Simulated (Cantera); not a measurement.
Predominance diagram of Mg at 577 °C against the partial pressures of O2 and Br2 (log10, bar). Source: NASA polynomial tables (part measured, part estimated), evaluated in Cantera. Candidates: Mg(s), MgBr2(s), MgO(s). Only these pure phases compete in this equilibrium. Not in the tables: oxide halides.

Task: Which phase is stable at these pairs, and which metal-bearing vapour leads over it? (-7.6, -7.8); (-30.4, -26); (-35.5, -7.8); (-35.5, -20.8); (-15.2, -18.2); (-38, 0); (-20.3, -10.4)

Result: 
```tsv
log p(O2)	log p(Br2)	phase	chief vapour	log p (bar)
-7.6	-7.8	MgO(s)	MgBr2	-13.7
-30.4	-26	MgO(s)	Mg	-19.2
-35.5	-7.8	MgBr2(s)	MgBr2	-4.4
-35.5	-20.8	MgO(s)	MgBr2	-12.7
-15.2	-18.2	MgO(s)	MgBr2	-20.3
-38	0	MgBr2(s)	MgBr2	-4.4
-20.3	-10.4	MgO(s)	MgBr2	-9.9
```
